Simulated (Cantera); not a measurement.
A closed system holds: 1 mol Cu, 5.8 mol F2, 1 mol H2, at 10000 Pa.

Method: chemical equilibrium by Gibbs-energy minimisation in Cantera with the NASA 1993 tables (ideal gas, pure condensed phases). Candidate condensed phases: Cu, CuF2; 15 gas species. Rates play no part. All values below are at 1423 K.

Base state: F 0.700, HF 0.191, CuF2 0.0956, F2 0.0136 (mole fractions); condensed: gas only.

### Question
What changes in the equilibrium state with this change: H2 from 1 to 15 mol?

### Answer
```tsv
species	before	after
HF	0.191	0.558
H2	<1e-9	0.442
Cu	<1e-9	2.09e-5
F	0.700	<1e-9
CuF2	0.0956	<1e-9
F2	0.0136	<1e-9
H	<1e-9	1.40e-5
CuF	1.74e-6	1.20e-5
Cu(l), mol	0	0.999
```
